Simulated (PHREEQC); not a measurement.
## Metal-bearing waste water: an equilibrium model

Consider water at 25 °C with 17 mmol/kgw ZnSO4 and 47 mmol/kgw NaF. Closed to the air; pH follows from the charge balance.

Equilibrium calculation in PHREEQC: ion-association model, wateq4f.dat.

Each row changes one thing in this solution. No solid was allowed to form.

| case | pH | ionic strength (mol/kgw) | Na+ (mol/kgw) | SO4-2 (mol/kgw) | Zn+2 (mol/kgw) | ZnSO4 (mol/kgw) | SI of Zincite(c) (ZnO) |
|---|---|---|---|---|---|---|---|
| as made | 6.50 | 0.0894 | 0.0454 | 0.0112 | 0.0100 | 0.00410 | -0.53 |
| diluted 2-fold with water | 6.45 | 0.0471 | 0.0230 | 0.00613 | 0.00567 | 0.00185 | -0.80 |
| temperature from 25 to 45 °C | 6.29 | 0.0881 | 0.0453 | 0.0111 | 0.00950 | 0.00422 | +0.03 |
| NaF from 0.047 to 0.235 mol/kgw | 6.99 | 0.262 | 0.219 | 0.0116 | 0.00817 | 0.00168 | +0.22 |
| ZnSO4 from 0.017 to 0.0034 mol/kgw | 6.79 | 0.0565 | 0.0459 | 0.00278 | 0.00236 | 0.000317 | -0.51 |
| NaF replaced by Na2CO3 at the same molality | 10.41 | 0.125 | 0.0871 | 0.0148 | 4.10e-7 | 1.79e-7 | +2.86 |

Some of these states are supersaturated (in Zn4(OH)6SO4, Zincite(c) (slow to form), Zn(OH)2-e, for instance). Away from 25 °C the constants follow the database's enthalpies or fits; those with neither stay at their 25 °C values. The database's zinc carbonate complexes are estimates, stronger than later reviews accept.
